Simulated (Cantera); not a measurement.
# Premixed flame

A freely propagating, adiabatic, planar premixed flame of 3.89 % C₃H₈, 20.0 % O₂, 75.4 % N₂, 0.661 % H₂O, equivalence ratio 0.97, unburnt at 325 K and 7500 Torr; mixture-averaged transport, grid criteria slope 0.08 and curve 0.16, no radiation.

Detailed kinetics in Cantera: GRI-Mech 3.0 (53 species, 325 reactions). GRI-Mech 3.0 was tuned for natural gas; its chemistry of propane as a main component is partial and can be far from experiment. Burning velocities carry a grid error of a few per cent, more on coarse grids.

```csv
z (mm),T (K),u (m/s),x C₃H₈,x O₂,x CH₂CO,x N₂O,x HCO,x C₂H₂
-0.185,325,0.258,0.0389,0.200,1.12e-8,<1e-8,<1e-8,2.51e-8
-0.123,328,0.261,0.0388,0.200,2.39e-7,<1e-8,<1e-8,3.93e-7
-0.0924,337,0.269,0.0388,0.199,1.65e-6,<1e-8,<1e-8,2.16e-6
-0.0616,412,0.330,0.0382,0.192,2.60e-5,<1e-8,<1e-8,2.30e-5
-0.0308,866,0.711,0.0288,0.147,0.000411,9.86e-8,6.44e-8,0.000238
-0.0154,1314,1.10,0.0120,0.101,0.00110,2.37e-7,4.07e-6,0.000546
0,1761,1.50,0.000288,0.0530,0.00109,4.66e-7,2.44e-5,0.000810
0.0154,1972,1.67,4.59e-8,0.0293,0.000107,7.30e-7,4.01e-6,0.000101
0.0308,2064,1.74,<1e-8,0.0210,3.96e-6,8.73e-7,2.80e-7,2.79e-6
0.0616,2157,1.80,<1e-8,0.0151,<1e-8,8.98e-7,4.35e-8,<1e-8
0.123,2230,1.86,<1e-8,0.0111,<1e-8,7.94e-7,1.28e-8,<1e-8
0.246,2275,1.89,<1e-8,0.00864,<1e-8,6.22e-7,<1e-8,<1e-8
0.493,2298,1.91,<1e-8,0.00730,<1e-8,4.92e-7,<1e-8,<1e-8
```
x: mole fraction of selected species; z is measured from the peak of heat release.

```
Property                     Result
------------------------  ---------
laminar burning velocity  25.8 cm/s
thermal thickness         0.0616 mm
peak x(CH₂CO)               0.00142
peak x(HCO)                 2.53e-5
peak x(C₂H₂)               0.000849
grid points                     139
```
